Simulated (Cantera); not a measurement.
A perfectly stirred reactor is fed with 19.4 % H2, 80.6 % O2, equivalence ratio 0.12, at 19.5 Torr; it is held at 1450 K, and followed from long to short residence time.

Detailed kinetics in Cantera: the H2/O2 subset of GRI-Mech 3.0, which has no nitrogen chemistry. Radical loss at walls, strong at low pressure, is not modelled. The temperature is held fixed by assumption; the heat of reaction is taken as removed at once.

x: mole fraction; the columns are a selection and need not sum to one.

```tsv
τ (s)	x H2	x O2	x HO2	x H2O2	x H2O	x H
12	7.16e-5	0.785	…	4.28e-8	0.213	1.91e-5
4.1	0.000147	0.784	…	6.47e-8	0.213	5.70e-5
1.4	0.000299	0.782	…	9.52e-8	0.212	0.000169
0.48	0.000603	0.780	…	1.36e-7	0.210	0.000493
0.17	0.00117	0.775	…	1.86e-7	0.208	0.00137
0.057	0.00230	0.766	…	2.47e-7	0.202	0.00387
0.019	0.00429	0.750	8.95e-6	3.05e-7	0.193	0.0102
0.0066	0.00707	0.727	9.64e-6	3.38e-7	0.178	0.0218
0.0023	0.0104	0.705	9.60e-6	3.48e-7	0.161	0.0361
0.00077	0.0153	0.693	9.35e-6	3.59e-7	0.147	0.0466
0.00026	0.0262	0.696	9.05e-6	3.88e-7	0.131	0.0509
```

Question: Some entries are withheld; supply them.

Answer: 
- 12, x HO2: 7.24e-7
- 4.1, x HO2: 1.29e-6
- 1.4, x HO2: 2.23e-6
- 0.48, x HO2: 3.62e-6
- 0.17, x HO2: 5.37e-6
- 0.057, x HO2: 7.35e-6
